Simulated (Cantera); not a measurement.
What does this Cantera script print?

```python
import numpy as np
import cantera as ct

gas = ct.Solution("h2o2.yaml")
gas.TPX = 625, 100000, {'H2': 1.3, 'O2': 0.185, 'N2': 0.778}
flame = ct.FreeFlame(gas, width=0.04)
flame.set_refine_criteria(ratio=3, slope=0.08, curve=0.16)
flame.transport_model = "mixture-averaged"
flame.solve(loglevel=0, auto=True)
z, T = flame.grid, flame.T
thick = (T[-1] - T[0]) / np.gradient(T, z).max()
show = ['H2', 'O2', 'H2O2', 'H2O', 'H', 'OH']
print(f"laminar burning velocity  {flame.velocity[0] * 100:.3f} cm/s")
print(f"burnt temperature         {T[-1]:.1f} K")
print(f"thermal thickness         {thick * 1e3:.4f} mm")
print(f"grid points               {len(z)}")
z0 = z[flame.heat_release_rate.argmax()]
print(f"{'z/mm':>9s}{'T/K':>9s}{'u/(m/s)':>9s}" + "".join(f"{s:>11s}" for s in show))
rows = []
for k in (-3, -2, -1.5, -1, -0.5, -0.25, 0, 0.25, 0.5, 1, 2, 4, 8):
    zz = z0 + k * thick
    rows.append([k * thick, np.interp(zz, z, T), np.interp(zz, z, flame.velocity),
                 *(np.interp(zz, z, flame.X[gas.species_index(s)]) for s in show)])
    print(f"{rows[-1][0] * 1e3:9.3f}{rows[-1][1]:9.1f}{rows[-1][2]:9.3f}" + "".join(f"{x:11.3e}" for x in rows[-1][3:]))
```

Output:

```
laminar burning velocity  713.036 cm/s
burnt temperature         1880.5 K
thermal thickness         0.5349 mm
grid points               126
     z/mm      T/K  u/(m/s)         H2         O2       H2O2        H2O          H         OH
   -1.605    625.0    7.130  5.745e-01  8.175e-02  1.443e-15  8.860e-13  1.397e-15  1.626e-18
   -1.070    625.0    7.130  5.745e-01  8.175e-02  4.476e-13  1.942e-10  9.549e-12  8.212e-15
   -0.802    625.0    7.130  5.745e-01  8.175e-02  3.437e-11  1.046e-08  1.919e-09  1.647e-12
   -0.535    625.2    7.132  5.744e-01  8.176e-02  6.432e-09  1.274e-06  5.380e-07  2.057e-09
   -0.267    665.7    7.543  5.694e-01  8.124e-02  3.697e-06  2.284e-03  5.682e-04  5.972e-05
   -0.134    853.2    9.471  5.436e-01  7.498e-02  3.265e-06  2.005e-02  7.366e-03  2.462e-04
    0.000   1155.0   12.554  4.787e-01  4.854e-02  5.375e-07  7.736e-02  3.329e-02  6.705e-04
    0.134   1363.1   14.766  4.218e-01  1.461e-02  2.010e-07  1.431e-01  5.696e-02  8.651e-04
    0.267   1455.2   15.730  4.068e-01  2.929e-03  8.572e-08  1.662e-01  6.032e-02  7.378e-04
    0.535   1539.4   16.557  4.091e-01  1.563e-04  5.445e-08  1.725e-01  5.283e-02  7.280e-04
    1.070   1623.5   17.355  4.173e-01  1.256e-05  4.075e-08  1.739e-01  4.122e-02  7.184e-04
    2.140   1702.7   18.092  4.255e-01  6.579e-06  2.512e-08  1.750e-01  2.965e-02  6.334e-04
    4.279   1767.0   18.681  4.325e-01  3.300e-06  1.294e-08  1.761e-01  1.995e-02  4.949e-04
```

Computed with Cantera and the H2/O2 subset of GRI-Mech 3.0, which has no nitrogen chemistry. Burning velocities carry a grid error of a few per cent, more on coarse grids.
